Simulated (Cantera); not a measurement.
An adiabatic, constant-volume homogeneous reactor starts with C3H8 : O2 : N2 = 1 : 9.09 : 34.2 (molar parts), equivalence ratio 0.55, at 1598 K and 1.50 bar. Integrator tolerance rtol = 1e-08.

Cantera simulation using GRI-Mech 3.0 (53 species, 325 reactions); the numbers are that mechanism's predictions, not measurements. GRI-Mech 3.0 was tuned for natural gas; its chemistry of propane as a main component is partial and can be far from experiment.

Problem. What does this change do: initial temperature 1598 to 1198 K?

Solution. 
| quantity | before | after |
|---|---|---|
| time of steepest temperature rise | 24.1 µs | 4.73 ms |
| temperature at 1.00 s | 2726 K | 2529 K |
| equilibrium temperature | 2726 K | 2529 K |
| x(C3H8) at 1.00 s | <1e-12 (gas-phase equilibrium <1e-12) | <1e-12 (gas-phase equilibrium <1e-12) |
| x(O2) at 1.00 s | 0.0799 (gas-phase equilibrium 0.0799) | 0.0821 (gas-phase equilibrium 0.0821) |
| x(H) at 1.00 s | 0.00201 (gas-phase equilibrium 0.00201) | 0.000527 (gas-phase equilibrium 0.000527) |
| x(CH3) at 1.00 s | <1e-12 (gas-phase equilibrium <1e-12) | <1e-12 (gas-phase equilibrium <1e-12) |
| x(N2O) at 1.00 s | 1.74e-6 (gas-phase equilibrium 1.74e-6) | 1.43e-6 (gas-phase equilibrium 1.43e-6) |
